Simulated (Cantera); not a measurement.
Input (Python, Cantera) and output of one run.

```python
import numpy as np
import cantera as ct

gas_names = """
    CL CLO CL2 H HCL HNO HNO2 HNO3 HOCL HO2 H2 H2O H2O2 N NH NH2 NH3 NH2OH NO NO2 NO3 N2 N2H2 N2H4 N2O O
    OH O2 O3 Ti TiCL TiCL2 TiCL3 TiCL4 TiO TiOCL TiOCL2 TiO2
""".split()
cond_names = """
    H2O(s) H2O(L) NH4CL(a) NH4CL(b) Ti(a) Ti(b) Ti(L) TiCL2(s) TiCL3(s) TiCL4(L) TiN(s) TiN(L) TiO(a)
    TiO(b) TiO(L) TiO2(ru) TiO2(L) Ti2O3(a) Ti2O3(b) Ti2O3(L) Ti3O5(a) Ti3O5(b) Ti3O5(L) Ti4O7(s)
    Ti4O7(L)
""".split()


# ... load() reads the species with a 1 bar reference pressure and builds the phases ...
atoms = {
    'TiCl4': {'Ti': 1, 'CL': 4},
    'H2O': {'H': 2, 'O': 1},
    'N2': {'N': 2},
}
top_T = {'TiCL2(s)': 1300, 'TiCL3(s)': 1000}  # K; cautious upper limits of use, not melting points


# ... equilibrate(T, P, feed) seeds the gas with the atoms and calls Mixture.equilibrate('TP', solver="vcs", rtol=1e-11, max_steps=5000) ...
results = []
feed = {'TiCl4': 1, 'H2O': 28, 'N2': 73}  # mol
for P in [10, 25, 63, 160, 400, 1000, 2500, 6300, 16000, 40000, 100000]:
    for T in [1650, 1700, 1750, 1800, 1850, 1900, 1950, 2000, 2050, 2100, 2150]:
        mix = equilibrate(T, P, feed)
        results.append((T, P, feed, dict(zip(mix.species_names, mix.species_moles))))

for T, P, feed, n in results:
    print(f"{T:7g} {P:10.4g}  " + (" + ".join(c for c in cond_names if n.get(c, 0) > 1e-12) or "gas only"))
```

Result:

```
   1650         10  TiO2(ru)
   1700         10  TiO2(ru)
   1750         10  TiO2(ru)
   1800         10  TiO2(ru)
   1850         10  TiO2(ru)
   1900         10  TiO2(ru)
   1950         10  TiO2(ru)
   2000         10  TiO2(ru)
   2050         10  TiO2(ru)
   2100         10  gas only
   2150         10  gas only
   1650         25  TiO2(ru)
   1700         25  TiO2(ru)
   1750         25  TiO2(ru)
   1800         25  TiO2(ru)
   1850         25  TiO2(ru)
   1900         25  TiO2(ru)
   1950         25  TiO2(ru)
   2000         25  TiO2(ru)
   2050         25  TiO2(ru)
   2100         25  TiO2(ru)
   2150         25  gas only
   1650         63  TiO2(ru)
   1700         63  TiO2(ru)
   1750         63  TiO2(ru)
   1800         63  TiO2(ru)
   1850         63  TiO2(ru)
   1900         63  TiO2(ru)
   1950         63  TiO2(ru)
   2000         63  TiO2(ru)
   2050         63  TiO2(ru)
   2100         63  TiO2(ru)
   2150         63  TiO2(L)
   1650        160  TiO2(ru)
   1700        160  TiO2(ru)
   1750        160  TiO2(ru)
   1800        160  TiO2(ru)
   1850        160  TiO2(ru)
   1900        160  TiO2(ru)
   1950        160  TiO2(ru)
   2000        160  TiO2(ru)
   2050        160  TiO2(ru)
   2100        160  TiO2(ru)
   2150        160  TiO2(L)
   1650        400  TiO2(ru)
   1700        400  TiO2(ru)
   1750        400  TiO2(ru)
   1800        400  TiO2(ru)
   1850        400  TiO2(ru)
   1900        400  TiO2(ru)
   1950        400  TiO2(ru)
   2000        400  TiO2(ru)
   2050        400  TiO2(ru)
   2100        400  TiO2(ru)
   2150        400  TiO2(L)
   1650       1000  TiO2(ru)
   1700       1000  TiO2(ru)
   1750       1000  TiO2(ru)
   1800       1000  TiO2(ru)
   1850       1000  TiO2(ru)
   1900       1000  TiO2(ru)
   1950       1000  TiO2(ru)
   2000       1000  TiO2(ru)
   2050       1000  TiO2(ru)
   2100       1000  TiO2(ru)
   2150       1000  TiO2(L)
   1650       2500  TiO2(ru)
   1700       2500  TiO2(ru)
   1750       2500  TiO2(ru)
   1800       2500  TiO2(ru)
   1850       2500  TiO2(ru)
   1900       2500  TiO2(ru)
   1950       2500  TiO2(ru)
   2000       2500  TiO2(ru)
   2050       2500  TiO2(ru)
   2100       2500  TiO2(ru)
   2150       2500  TiO2(L)
   1650       6300  TiO2(ru)
   1700       6300  TiO2(ru)
   1750       6300  TiO2(ru)
   1800       6300  TiO2(ru)
   1850       6300  TiO2(ru)
   1900       6300  TiO2(ru)
   1950       6300  TiO2(ru)
   2000       6300  TiO2(ru)
   2050       6300  TiO2(ru)
   2100       6300  TiO2(ru)
   2150       6300  TiO2(L)
   1650    1.6e+04  TiO2(ru)
   1700    1.6e+04  TiO2(ru)
   1750    1.6e+04  TiO2(ru)
   1800    1.6e+04  TiO2(ru)
   1850    1.6e+04  TiO2(ru)
   1900    1.6e+04  TiO2(ru)
   1950    1.6e+04  TiO2(ru)
   2000    1.6e+04  TiO2(ru)
   2050    1.6e+04  TiO2(ru)
   2100    1.6e+04  TiO2(ru)
   2150    1.6e+04  TiO2(L)
   1650      4e+04  TiO2(ru)
   1700      4e+04  TiO2(ru)
   1750      4e+04  TiO2(ru)
   1800      4e+04  TiO2(ru)
   1850      4e+04  TiO2(ru)
   1900      4e+04  TiO2(ru)
   1950      4e+04  TiO2(ru)
   2000      4e+04  TiO2(ru)
   2050      4e+04  TiO2(ru)
   2100      4e+04  TiO2(ru)
   2150      4e+04  TiO2(L)
   1650      1e+05  TiO2(ru)
   1700      1e+05  TiO2(ru)
   1750      1e+05  TiO2(ru)
   1800      1e+05  TiO2(ru)
   1850      1e+05  TiO2(ru)
   1900      1e+05  TiO2(ru)
   1950      1e+05  TiO2(ru)
   2000      1e+05  TiO2(ru)
   2050      1e+05  TiO2(ru)
   2100      1e+05  TiO2(ru)
   2150      1e+05  TiO2(L)
```

Cantera equilibrium calculation (NASA polynomials, part measured and part estimated; ideal gas, pure solids and liquids). The tables' values for TiCl2 are old estimates. Gases not in the tables: TiO(OH)2.
